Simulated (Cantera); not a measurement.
A closed system holds: 1 mol Si2Cl6, 16 mol N2, 0.79 mol H2, equilibrated at 500 °C and 25.0 mbar.

These are equilibrium values from Cantera (NASA tables, ideal gas, pure condensed phases), not measurements of a reactor. Candidate condensed phases: NH4Cl, Si, Si3N4; 28 gas species. The feed counts by its element totals alone. N2 is the only nitrogen source here; it is nearly inert below about 1500 K, so the nitride shown seldom forms there in practice. Kinetics and transport are ignored.

Base state: N2 0.856, HCl 0.0673, SiCl4 0.0662, H2 0.0101 (mole fractions); condensed: Si3N4(s).

What changes in the equilibrium state with this change: H2 from 0.79 to 0.21 mol?


| species | before | after |
|---|---|---|
| N2 | 0.856 | 0.896 |
| SiCl4 | 0.0662 | 0.0806 |
| HCl | 0.0673 | 0.0222 |
| H2 | 0.0101 | 0.000980 |
| Si3N4(s), mol | 0.268 | 0.199 |
